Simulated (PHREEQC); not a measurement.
Make-up at 20 °C: 0.004 mol/kgw KH2PO4. Closed to the air; pH follows from the charge balance.

Equilibrium calculation in PHREEQC: ion-association model, phreeqc.dat.

```tsv
quantity	before	after
pH	4.86	5.17
HPO4-2 (mol/kgw)	2.14e-5	7.72e-6
H3PO4 (mol/kgw)	7.03e-6	7.23e-7
KHPO4- (mol/kgw)	1.28e-7	1.06e-8
```

Q: Which change was made?
A) KH2PO4 from 0.004 to 0.04 mol/kgw
B) temperature from 20 to 60 °C
C) KH2PO4 from 0.004 to 0.002 mol/kgw
D) KH2PO4 from 0.004 to 0.0008 mol/kgw

A: D, KH2PO4 from 0.004 to 0.0008 mol/kgw

Precipitation was switched off in this run.
